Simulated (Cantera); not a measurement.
An isothermal, constant-pressure homogeneous reactor starts with CH₄ : CO₂ = 1 : 0.39 (molar parts), at 1798 K and 210000 Pa.

Model: GRI-Mech 3.0 (53 species, 325 reactions), integrated in Cantera. GRI-Mech 3.0 stops at C3 and has no aromatics, soot or wall deposition, so with more carbon than oxygen in the feed, carbon stays in small species such as C2H2 where larger ones or solid carbon would form.

x: mole fraction; the columns are a selection and need not sum to one.

```json
[
 {"t (s)": "0.000200", "x CH₄": "0.584", "x CO₂": "0.262", "x H₂": "0.100", "x CH₂O": "3.67e-5", "x CH₂CO": "6.33e-7", "x C₂H₆": "0.00455"},
 {"t (s)": "0.000537", "x CH₄": "0.428", "x CO₂": "0.227", "x H₂": "0.233", "x CH₂O": "1.95e-5", "x CH₂CO": "5.96e-6", "x C₂H₆": "0.00187"},
 {"t (s)": "0.00144", "x CH₄": "(withheld)", "x CO₂": "(withheld)", "x H₂": "(withheld)", "x CH₂O": "(withheld)", "x CH₂CO": "(withheld)", "x C₂H₆": "(withheld)"},
 {"t (s)": "0.00386", "x CH₄": "0.135", "x CO₂": "0.0951", "x H₂": "0.421", "x CH₂O": "3.99e-6", "x CH₂CO": "4.41e-5", "x C₂H₆": "0.000186"},
 {"t (s)": "0.0104", "x CH₄": "0.0576", "x CO₂": "0.0266", "x H₂": "0.443", "x CH₂O": "1.54e-6", "x CH₂CO": "6.35e-5", "x C₂H₆": "4.15e-5"},
 {"t (s)": "0.0278", "x CH₄": "0.0321", "x CO₂": "0.0120", "x H₂": "0.480", "x CH₂O": "7.00e-7", "x CH₂CO": "5.02e-5", "x C₂H₆": "1.44e-5"},
 {"t (s)": "0.0746", "x CH₄": "0.0259", "x CO₂": "0.00806", "x H₂": "0.523", "x CH₂O": "3.67e-7", "x CH₂CO": "2.66e-5", "x C₂H₆": "9.32e-6"},
 {"t (s)": "0.200", "x CH₄": "0.0211", "x CO₂": "0.00343", "x H₂": "0.565", "x CH₂O": "2.02e-7", "x CH₂CO": "9.26e-6", "x C₂H₆": "6.36e-6"},
 {"t (s)": "0.537", "x CH₄": "0.0183", "x CO₂": "0.000523", "x H₂": "0.588", "x CH₂O": "1.54e-7", "x CH₂CO": "2.22e-6", "x C₂H₆": "4.99e-6"},
 {"t (s)": "1.44", "x CH₄": "0.0178", "x CO₂": "5.32e-6", "x H₂": "0.592", "x CH₂O": "1.48e-7", "x CH₂CO": "1.19e-6", "x C₂H₆": "4.78e-6"},
 {"t (s)": "3.86", "x CH₄": "0.0177", "x CO₂": "4.09e-7", "x H₂": "0.593", "x CH₂O": "1.48e-7", "x CH₂CO": "1.18e-6", "x C₂H₆": "4.77e-6"},
 {"t (s)": "10.4", "x CH₄": "0.0177", "x CO₂": "4.09e-7", "x H₂": "0.593", "x CH₂O": "1.48e-7", "x CH₂CO": "1.18e-6", "x C₂H₆": "4.77e-6"},
 {"t (s)": "27.8", "x CH₄": "0.0177", "x CO₂": "4.09e-7", "x H₂": "0.593", "x CH₂O": "1.48e-7", "x CH₂CO": "1.18e-6", "x C₂H₆": "4.77e-6"},
 {"t (s)": "74.6", "x CH₄": "0.0177", "x CO₂": "4.09e-7", "x H₂": "0.593", "x CH₂O": "1.48e-7", "x CH₂CO": "1.18e-6", "x C₂H₆": "4.77e-6"},
 {"t (s)": "200", "x CH₄": "0.0177", "x CO₂": "4.09e-7", "x H₂": "0.593", "x CH₂O": "1.48e-7", "x CH₂CO": "1.18e-6", "x C₂H₆": "4.77e-6"}
]
```

**Question.** What belongs in the gaps?

**Answer.** 
- 0.00144, x CH₄: 0.267
- 0.00144, x CO₂: 0.173
- 0.00144, x H₂: 0.356
- 0.00144, x CH₂O: 9.28e-6
- 0.00144, x CH₂CO: 2.00e-5
- 0.00144, x C₂H₆: 0.000660
